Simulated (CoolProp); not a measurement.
Values from CoolProp's reference Helmholtz-energy equation of state, McLinden 2015.

Question: For the fluoroketone C6F12O (FK-5-1-12), give the phase and the density (kg/m³), speed of sound (m/s), Joule-Thomson coefficient (K/MPa), expansivity (1/kK) at 96.75 °C and 1.01 bar.

Answer: 
- 96.75 °C and 1.01 bar: gas; density 10.8, speed of sound 96.6, Joule-Thomson coefficient 14.8, expansivity 3.11
